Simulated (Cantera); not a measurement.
Cantera with NASA thermochemical tables; ideal gases at 1 bar, condensed phases pure. Values are per mole of reaction as written; species without (g) are pure solids or liquids, kept so even where they would boil at 1 bar.

**Question.** Between 1273 and 2673 K, where is each reaction favourable under standard conditions?
- 2 F2(g) + 2 K(g) + H2(g) = 2 KHF2

**Answer.** 
- 2 F2(g) + 2 K(g) + H2(g) = 2 KHF2: ΔG° is -1317 kJ at 1273 K and -657 kJ at 2673 K; it stays negative (K > 1). ΔH° is -1869 kJ and ΔS° -454 J/K at 2673 K.
